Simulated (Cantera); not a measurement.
An isothermal plug-flow reactor at 1100 K and 3.30 bar (inlet), inlet velocity 1.8 m/s, active area per volume 460 1/m; feed CH4 : O2 : N2 = 0.0063 : 0.19 : 0.79 (molar parts), equivalence ratio 0.066.

Cantera simulation using Deutschmann's 1995 Pt surface mechanism with GRI-Mech 3.0 gas chemistry; the numbers are that mechanism's predictions, not measurements. Catalytic surfaces can have several steady states; this one follows from the mechanism file's or the stated starting coverage. Mass transfer to the wall is taken as infinitely fast.

Q: What does this change do: pressure from 3.30 bar to 1.80 bar?

A: 
| quantity | before | after |
|---|---|---|
| x(CH4) at z = 0.091 m | 0.000452 | 0.000353 |
| x(O2) at z = 0.091 m | 0.181 | 0.181 |
| x(H2O) at z = 0.091 m | 0.0117 | 0.0119 |
| x(CO2) at z = 0.091 m | 0.00578 | 0.00590 |
| x(CO) at z = 0.091 m | 1.89e-6 | 9.59e-7 |
| θ(free Pt) at the exit | 0.202 | 0.236 |
| θ(O*) at the exit | 0.795 | 0.762 |
| θ(OH*) at the exit | 0.00258 | 0.00203 |

Q: What does this change do: pressure from 3.30 bar to 9.70 bar?

A: 
| quantity | before | after |
|---|---|---|
| x(CH4) at z = 0.091 m | 0.000452 | 0.000264 |
| x(O2) at z = 0.091 m | 0.181 | 0.181 |
| x(H2O) at z = 0.091 m | 0.0117 | 0.0121 |
| x(CO2) at z = 0.091 m | 0.00578 | 0.00602 |
| x(CO) at z = 0.091 m | 1.89e-6 | 3.08e-6 |
| θ(free Pt) at the exit | 0.202 | 0.149 |
| θ(O*) at the exit | 0.795 | 0.847 |
| θ(OH*) at the exit | 0.00258 | 0.00399 |
